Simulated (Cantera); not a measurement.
A diamond (100) surface in a fixed gas of H2 with x(CH4) = 0.03, x(H) = 0.0029, x(CH3) = 0.0013, at 1025 K; coverages are run to steady state.

Detailed kinetics in Cantera: the Harris–Goodwin 1993 mechanism for the reconstructed diamond (100) surface.

θ: site fractions in the mechanism's names (c6HH fully hydrogenated, c6H* and c6*H radical sites, c6** diradical, c6HM methylated).

| P (Pa) | growth (µm/h) | θ c6HH | θ c6H* | θ c6*H | θ c6** | θ c6HM |
|---|---|---|---|---|---|---|
| 750 | [?] | 0.496 | 0.0176 | 0.335 | 0.00872 | 0.101 |
| 1100 | [?] | 0.485 | 0.0171 | 0.328 | 0.00852 | 0.114 |
| 1700 | [?] | 0.475 | 0.0168 | 0.320 | 0.00832 | 0.128 |
| 2600 | [?] | 0.467 | 0.0165 | 0.314 | 0.00818 | 0.138 |
| 3900 | [?] | 0.461 | 0.0163 | 0.310 | 0.00807 | 0.145 |
| 5900 | [?] | 0.457 | 0.0161 | 0.307 | 0.00799 | 0.151 |
| 8800 | [?] | 0.454 | 0.0160 | 0.305 | 0.00794 | 0.154 |
| 13000 | [?] | 0.452 | 0.0160 | 0.304 | 0.00791 | 0.157 |

Problem. Some entries are withheld; supply them.

Solution. 
- 750, growth (µm/h): 2.67
- 1100, growth (µm/h): 4.44
- 1700, growth (µm/h): 7.62
- 2600, growth (µm/h): 12.5
- 3900, growth (µm/h): 19.8
- 5900, growth (µm/h): 31.0
- 8800, growth (µm/h): 47.3
- 13000, growth (µm/h): 71.0
